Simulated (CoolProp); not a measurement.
Saturation properties of C3F8 (R218).

Computed with CoolProp (reference Helmholtz-energy equation of state, Lemmon 2006). It is a short technical equation, of lower accuracy than the large ones.

| T (°C) | p (MPa) | liquid density (kg/m³) | vapour density (kg/m³) | surface tension (mN/m) | liquid viscosity (µPa s) |
|---|---|---|---|---|---|
| -20.45 | 0.2008 | [?] | 19.62 | 8.61 | 335 |
| -16.55 | 0.2329 | 1529 | 22.64 | [?] | 315 |
| -12.75 | 0.2678 | 1513 | 25.92 | 7.74 | 297 |
| -8.85 | 0.3076 | 1495 | 29.66 | 7.30 | 280 |
| -5.05 | 0.3506 | 1478 | 33.73 | 6.88 | 264 |
| -1.25 | [?] | 1461 | 38.23 | 6.47 | 250 |
| 2.65 | 0.4513 | 1442 | 43.36 | 6.05 | 235 |
| 6.45 | 0.5084 | 1423 | 48.89 | 5.65 | 222 |
| 10.35 | 0.5723 | 1404 | 55.19 | [?] | 209 |
| 14.15 | 0.6403 | 1384 | 61.98 | 4.84 | [?] |
| 18.05 | 0.7161 | [?] | 69.72 | 4.45 | 186 |
| 21.85 | 0.7961 | 1342 | 78.09 | 4.07 | 175 |
| 25.65 | 0.8827 | 1320 | 87.39 | 3.69 | 165 |
| 29.55 | 0.9788 | 1296 | 98.04 | 3.31 | 155 |
| 33.35 | 1.080 | 1271 | 109.7 | 2.95 | [?] |

Task: Complete the blanks.

Result: 
- -20.45, liquid density (kg/m³): 1545
- -16.55, surface tension (mN/m): 8.16
- -1.25, p (MPa): 0.3979
- 10.35, surface tension (mN/m): 5.24
- 14.15, liquid viscosity (µPa s): 198
- 18.05, liquid density (kg/m³): 1363
- 33.35, liquid viscosity (µPa s): 146

It boils at -36.8 °C under 1 atm.

Viscosity comes from a separate model (Huber 2003), an estimate that may be off by 10 % or more. Surface tension comes from a separate correlation (Mulero 2012).
